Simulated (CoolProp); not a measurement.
A closed Brayton cycle with carbon dioxide: compressor inlet 327.15 K and 9.9 MPa, high pressure 34.5 MPa, turbine inlet 765 K, compressor efficiency 0.89, turbine efficiency 0.9, recuperator effectiveness 0 (on enthalpy, no pinch check). Each further row changes one setting.

The numbers come from the reference Helmholtz-energy equation of state, Span 1996 in CoolProp.

```csv
case,thermal efficiency (%),net work (kJ/kg),compressor to turbine work,compressor exit (K),turbine exit (K)
as stated,18.1,88.1,0.40,416.1,622.2
turbine inlet 715 K,18.0,76.1,0.44,416.1,577.3
compressor inlet 337.15 K,17.6,78.2,0.47,439.9,622.2
high pressure 29.3 MPa,16.2,80.9,0.38,404.2,640.3
recuperator effectiveness 0.5,24.0,88.1,0.40,416.1,622.2
```
